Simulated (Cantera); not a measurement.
An isothermal, constant-pressure homogeneous reactor starts with CO : O2 : H2O : N2 = 0.03 : 0.004 : 0.00093 : 1 (molar parts), equivalence ratio 3.8, at 1150 K and 0.120 bar. Integrator tolerance rtol = 1e-08.

Computed with Cantera and GRI-Mech 3.0 (53 species, 325 reactions).

Q: What does this change do: pressure from 0.120 bar to 1.01 bar?

A: 
```tsv
quantity	before	after
x(CO) at 40.0 s	0.0207 (gas-phase equilibrium 0.0207)	0.0207 (gas-phase equilibrium 0.0207)
x(O2) at 40.0 s	9.78e-12 (gas-phase equilibrium <1e-12)	<1e-12 (gas-phase equilibrium <1e-12)
x(H2O) at 40.0 s	0.000292 (gas-phase equilibrium 0.000293)	0.000309 (gas-phase equilibrium 0.000293)
x(H2) at 40.0 s	0.000609 (gas-phase equilibrium 0.000610)	0.000592 (gas-phase equilibrium 0.000610)
x(NO) at 40.0 s	1.96e-6 (gas-phase equilibrium 1.91e-12)	1.87e-7 (gas-phase equilibrium <1e-12)
x(HO2) at 40.0 s	<1e-12 (gas-phase equilibrium <1e-12)	<1e-12 (gas-phase equilibrium <1e-12)
x(CO2) at 40.0 s	0.00837 (gas-phase equilibrium 0.00837)	0.00835 (gas-phase equilibrium 0.00837)
```

Q: What does this change do: pressure from 0.120 bar to 1.00 bar?

A: 
```csv
quantity,before,after
x(CO) at 40.0 s,0.0207 (gas-phase equilibrium 0.0207),0.0207 (gas-phase equilibrium 0.0207)
x(O2) at 40.0 s,9.78e-12 (gas-phase equilibrium <1e-12),<1e-12 (gas-phase equilibrium <1e-12)
x(H2O) at 40.0 s,0.000292 (gas-phase equilibrium 0.000293),0.000309 (gas-phase equilibrium 0.000293)
x(H2) at 40.0 s,0.000609 (gas-phase equilibrium 0.000610),0.000593 (gas-phase equilibrium 0.000610)
x(NO) at 40.0 s,1.96e-6 (gas-phase equilibrium 1.91e-12),1.90e-7 (gas-phase equilibrium <1e-12)
x(HO2) at 40.0 s,<1e-12 (gas-phase equilibrium <1e-12),<1e-12 (gas-phase equilibrium <1e-12)
x(CO2) at 40.0 s,0.00837 (gas-phase equilibrium 0.00837),0.00835 (gas-phase equilibrium 0.00837)
```
